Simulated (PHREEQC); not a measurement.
A made-up water analysis in mmol/kgw, 25 °C, pH 6.8, pe 9.2:

| constituent | mmol/kgw |
|---|---|
| Na | 70.7 |
| K | 13.4 |
| Ca | 2.35 |
| Mg | 8.9 |
| Cl | 58.6 |
| S(6) | 24.6 |
| Alkalinity (meq/kgw) | 1.51 |
| Cd | 0.0171 |
| Zn | 0.127 |

Valence states are taken as typed.

Computed with PHREEQC (ion-association model, phreeqc.dat).

Precipitation was switched off in this run.

**Question.** Estimate the ionic strength.

**Answer.** ionic strength 0.123 mol/kgw.

**Question.** In which forms is S present?

**Answer.** SO4-2 73 %, MgSO4 13 %, NaSO4- 8.7 %, CaSO4 2.7 %, KSO4- 2.2 % of the S.

Complexes and solids missing from the database can't appear.
